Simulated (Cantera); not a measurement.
A Cantera script and what it prints.

```python
import numpy as np
import cantera as ct

gas_names = """
    CL CLO CL2 Fe FeCL FeCL2 FeCL3 FeO Fe(OH)2 Fe2CL4 Fe2CL6 H HCL HNO HNO2 HNO3 HOCL HO2 H2 H2O H2O2 N
    NH NH2 NH3 NH2OH NO NO2 NO3 N2 N2H2 N2H4 N2O O OH O2 O3
""".split()
cond_names = """
    Fe(a) Fe(c) Fe(d) Fe(L) FeCL2(s) FeCL2(L) FeCL3(s) FeCL3(L) FeO(s) FeO(L) Fe(OH)2(s) Fe(OH)3(s)
    Fe2O3(s) Fe3O4(s) H2O(s) H2O(L) NH4CL(a) NH4CL(b)
""".split()


# ... load() reads the species with a 1 bar reference pressure and builds the phases ...
atoms = {
    'Fe2O3': {'Fe': 2, 'O': 3},
    'HCl': {'H': 1, 'CL': 1},
    'N2': {'N': 2},
}
top_T = {'Fe2O3(s)': 1830, 'Fe3O4(s)': 1870}  # K; cautious upper limits of use, not melting points


# ... equilibrate(T, P, feed) seeds the gas with the atoms and calls Mixture.equilibrate('TP', solver="vcs", rtol=1e-11, max_steps=5000) ...
results = []
feed = {'Fe2O3': 1, 'HCl': 0.27, 'N2': 4.3}  # mol
T = 1375  # K
P = 101325  # Pa
mix = equilibrate(T, P, feed)
results.append((T, P, feed, dict(zip(mix.species_names, mix.species_moles))))
x = sorted(zip(gas.X, gas.species_names), reverse=True)
print(f"T = {T:g} K  P = {P:g} Pa  gas = {mix.phase_moles(0):.4g} mol")
print("   x: " + "  ".join(f"{s} {v:.3e}" for v, s in x if v > 1e-05))
print("   condensed (mol): " + ("  ".join(f"{mix.phase(i).name} {mix.phase_moles(i):.4g}"
      for i in range(1, mix.n_phases) if mix.phase_moles(i) > 1e-12) or "none"))
```

Output:

```
T = 1375 K  P = 101325 Pa  gas = 4.573 mol
   x: N2 9.403e-01  HCL 4.610e-02  H2O 6.468e-03  FeCL2 4.647e-03  O2 7.933e-04  FeCL3 7.477e-04  CL 4.920e-04  CL2 4.494e-04  NO 4.217e-05
   condensed (mol): Fe2O3(s) 0.9877
```

These are equilibrium values from Cantera (NASA tables, ideal gas, pure condensed phases), not measurements of a reactor.
